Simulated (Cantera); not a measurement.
## Equilibrium for carbon deposition, reforming and gasification: CO + O2 + H2 + H2O

Charge: 1 mol CO, 0.41 mol O2, 19 mol H2, 0.71 mol H2O, equilibrated at 1.00 bar.

Method: chemical equilibrium by Gibbs-energy minimisation in Cantera with the NASA 1993 tables (ideal gas, pure condensed phases). Candidate condensed phases: C, C6H6, C7H8, C8H18, H2O; 110 gas species. Equilibrium is a limit: real reactors are often held back by kinetics, nucleation or transport.

```
T (K)  log p H2  log p H2O  log p CH4  log p CO  log p H
-----  --------  ---------  ---------  --------  -------
525       -0.09      -0.87      -1.27    -10.84     <-12
675       -0.09      -0.87      -1.27     -6.04     <-12
825       -0.09      -0.88      -1.29     -2.96   -11.15
975       -0.06      -1.06      -1.79     -1.54    -8.97
1125      -0.06      -1.15      -3.11     -1.35    -7.38
1275      -0.06      -1.14      -4.33     -1.34    -6.16
1425      -0.06      -1.14      -5.30     -1.33    -5.19
1575      -0.06      -1.14      -6.09     -1.33    -4.41
1725      -0.06      -1.14      -6.73     -1.33    -3.76
1875      -0.06      -1.14      -7.27     -1.32    -3.21
2025      -0.06      -1.14      -7.73     -1.32    -2.74
2175      -0.06      -1.14      -8.13     -1.32    -2.34
2325      -0.06      -1.14      -8.47     -1.32    -1.99
```
log p: log10 of the partial pressure in bar; nothing condenses.

From 525 K to 2325 K nothing is condensed. The main C-bearing gas is CH4 at 525 K and CO at 2325 K.
